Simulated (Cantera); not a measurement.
# Thermodynamics of silicon oxide and oxynitride deposition, feed SiH2Cl2 + O3 + N2

A closed system holds: 1 mol SiH2Cl2, 0.53 mol O3, 1.6 mol N2, held at 1825 K.

These are equilibrium values from Cantera (NASA tables, ideal gas, pure condensed phases), not measurements of a reactor. Candidate condensed phases: H2O, NH4Cl, Si, SiO2, Si2N2O, Si3N4; 47 gas species. The tables' values for SiCl3, SiO2 are old estimates; treat these amounts as uncertain. The tables hold silica as quartz up to 1696 K and as liquid above; real silica turns to tridymite and cristobalite and melts near 1996 K. Equilibrium is a limit: real reactors are often held back by kinetics, nucleation or transport.

From 5.00 Pa to 1.00 bar the condensed part is SiO2(condensed). The main Si-bearing gas is SiO at 5.00 Pa and SiCl2 at 1.00 bar. The share of Si in condensed phases is highest at 1.00 bar (78.9 %) and lowest at 5.00 Pa (51.0 %).

```csv
P (Pa),log p HCl,log p N2,log p SiO,log p Cl,log p H2,log p SiCl2,log p H2O,log p SiCl4,log p SiCl3,log p H,n SiO2(condensed)
5,-4.75,-4.73,-5.25,-5.29,-5.85,-11.15,-6.06,-15.29,-13.31,-6.28,0.510
26,-3.96,-4.00,-4.58,-4.82,-5.21,-8.87,-6.09,-12.07,-10.57,-5.96,0.577
140,-3.19,-3.26,-3.85,-4.34,-4.66,-6.45,-6.26,-8.68,-7.66,-5.69,0.589
710,-2.48,-2.55,-3.20,-3.96,-3.98,-4.39,-6.23,-5.86,-5.22,-5.35,0.617
3700,-1.77,-1.81,-2.72,-3.79,-2.90,-3.09,-5.63,-4.23,-3.76,-4.81,0.697
19000,-1.09,-1.08,-2.49,-3.59,-1.94,-2.23,-4.90,-2.96,-2.69,-4.33,0.764
100000,-0.39,-0.34,-2.46,-3.32,-1.10,-1.62,-4.09,-1.80,-1.80,-3.90,0.789
```
log p: log10 of the partial pressure in bar; n: condensed amount in mol.
